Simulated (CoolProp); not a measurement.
Model: reference Helmholtz-energy equation of state, Thol 2022, in CoolProp.

Q: Give the vapour pressure (MPa), liquid density (kg/m³), enthalpy of vaporisation (kJ/kg), vapour Z of saturated vinyl chloride at -35.05, -14.95, -8.25 °C.

A: 
```json
[
 {"T (°C)": "-35.05", "p (MPa)": "0.0388", "liquid density (kg/m³)": "1010", "enthalpy of vaporisation (kJ/kg)": "372", "vapour Z": "0.985"},
 {"T (°C)": "-14.95", "p (MPa)": "0.0970", "liquid density (kg/m³)": "972", "enthalpy of vaporisation (kJ/kg)": "356", "vapour Z": "0.972"},
 {"T (°C)": "-8.25", "p (MPa)": "0.127", "liquid density (kg/m³)": "960", "enthalpy of vaporisation (kJ/kg)": "351", "vapour Z": "0.966"}
]
```
